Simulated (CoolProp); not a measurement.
Vapour-liquid equilibrium of R22 (1) + benzene (2) at 304.7 K; x and y are mole fractions of (1).

Values from CoolProp's multi-fluid Helmholtz-energy mixture model, Kamei 1995 and Thol 2012; pair parameters Bell 2016.

```tsv
x	bubble pressure (MPa)	y at the bubble point	dew pressure at overall composition x (MPa)	liquid density (mol/L)
0.05	0.08943	0.813	0.01794	11.24
0.2	0.2696	0.942	0.02130	11.69
0.35	0.4284	0.967	0.02619	12.15
0.5	0.5901	0.979	0.03399	12.61
0.65	0.7654	0.988	0.04840	13.04
0.8	0.9567	0.993	0.08391	13.39
0.95	1.165	0.998	0.3060	13.52
```

No azeotrope shows between x = 0.05 and 0.95.

Pair parameters are fitted to limited data, so mixtures are less certain than the pure fluids. The gap from Raoult's law changes sign with composition, which may be real or a fault of the pair parameters; it wasn't checked against measurements.
